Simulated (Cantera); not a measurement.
Charge: 1 mol Nb₂O₅, 2.9 mol H₂, a varied amount of H₂O, at 1548.15 K and 100 Torr.

Method: chemical equilibrium by Gibbs-energy minimisation in Cantera with the NASA 1993 tables (ideal gas, pure condensed phases). Candidate condensed phases: H₂O, Nb, NbO, NbO₂, Nb₂O₅; 12 gas species. Mutual solubility and eutectic melting of coexisting phases are not modelled. Condensed phases not in the tables: the oxides between NbO₂ and Nb₂O₅. Rates play no part.

Problem. At 0.27 mol H₂O, list the 3 most abundant gas species with their mole fractions, and the condensed phases.

Solution. H₂ 0.898, H₂O 0.102, H 8.01e-5. Condensed: NbO₂(s) + Nb₂O₅(s).
